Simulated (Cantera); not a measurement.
Standard-state values (1 bar) from the NASA 1993 polynomials, evaluated with Cantera. Values are per mole of reaction as written; species without (g) are pure solids or liquids, kept so even where they would boil at 1 bar.

0.5 Ti + Cl₂(g) ⇌ 0.5 TiCl₄(g)

```csv
T (K),ΔH° (kJ),ΔS° (J/K),ΔG° (kJ),log10 K,condensed phases
300,-381.6,-61.0,-363.3,63.25,Ti(α)
748,…,…,…,…,Ti(α)
798,-380.9,-59.5,-333.4,21.82,Ti(α)
848,-380.8,-59.5,-330.4,20.35,Ti(α)
898,…,…,…,…,Ti(α)
948,-380.8,-59.5,-324.4,17.88,Ti(α)
998,-380.8,-59.5,-321.5,16.82,Ti(α)
1048,-380.9,-59.5,-318.5,15.87,Ti(α)
1098,-381.0,-59.7,-315.5,15.01,Ti(α)
1148,-381.2,-59.9,-312.5,14.22,Ti(α)
1198,-383.1,-61.5,-309.4,13.49,Ti(β)
```

### Question
Complete the blanks.

### Answer

- 748, ΔH° (kJ): -380.9
- 748, ΔS° (J/K): -59.6
- 748, ΔG° (kJ): -336.3
- 748, log10 K: 23.49
- 898, ΔH° (kJ): -380.8
- 898, ΔS° (J/K): -59.5
- 898, ΔG° (kJ): -327.4
- 898, log10 K: 19.04
